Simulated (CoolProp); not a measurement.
Hexamethyldisiloxane (MM) at several states: fugacity coefficient from the reference equation and from simpler models built on Tc = 518.7 K, pc = 1.931 MPa, ω = 0.418; each cubic takes its own stable root.

Computed with CoolProp (reference Helmholtz-energy equation of state, Thol 2016).

| T (K) | p (MPa) | phase | reference |
|---|---|---|---|
| 476.9 | 4.45 | liquid | 0.2180 |
| 519.2 | 4.27 | supercritical | 0.3607 |
| 546.5 | 5.52 | supercritical | 0.3905 |
| 583.7 | 1.46 | gas | 0.8322 |
| 272.2 | 0.549 | liquid | 0.002438 |
| 545.3 | 0.0172 | gas | 0.9973 |

Question: How far does each simpler model (Redlich-Kwong, Peng-Robinson) lie from the reference over these 6 states: mean and median of the absolute difference, and the worst?

Answer: 
- Redlich-Kwong: mean 96.7 %, median 3.4 %, worst +551.8 % at 272.2 K and 0.549 MPa
- Peng-Robinson: mean 1.7 %, median 0.1 %, worst +8.9 % at 272.2 K and 0.549 MPa
